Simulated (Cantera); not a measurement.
Input: 1 mol BF₃, 1.8 mol N₂, held at 1075 °C and 0.0133 bar.

Cantera equilibrium calculation (NASA polynomials, part measured and part estimated; ideal gas, pure solids and liquids). Candidate condensed phases: B, BN; 13 gas species. Equilibrium is a limit: real reactors are often held back by kinetics, nucleation or transport.

Base state: N₂ 0.643, BF₃ 0.357 (mole fractions); condensed: gas only.

Problem. What changes in the equilibrium state with this change: BF₃ replaced by B₂O₃?

Solution. 
```json
[
 {"species": "N₂", "before": "0.643", "after": "1.000"},
 {"species": "B₂O₃", "before": "0", "after": "5.03e-5"},
 {"species": "BF₃", "before": "0.357", "after": "0"},
 {"species": "B₂O₃(l), mol", "before": "0", "after": "1.000"}
]
```
Further candidate phases: B₂O₃.
